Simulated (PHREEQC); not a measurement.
Dissolve 0.0037 mol KH2PO4, 0.0065 mol Na2HPO4 and 0.0021 mol HCl per kg of water at 25 °C. Closed to the air; pH follows from the charge balance.

Computed with PHREEQC (ion-association model, phreeqc.dat).

Precipitation was switched off in this run.

Task: Order these P species by the share of P that they hold, largest first: KHPO4-, NaHPO4-, H2PO4-, HPO4-2.

Result: H2PO4- (57 %), HPO4-2 (42 %), NaHPO4- (0.61 %), KHPO4- (0.17 %)

The pH is 6.90 and the ionic strength 0.0209 mol/kgw. Species that the database lacks are ignored.
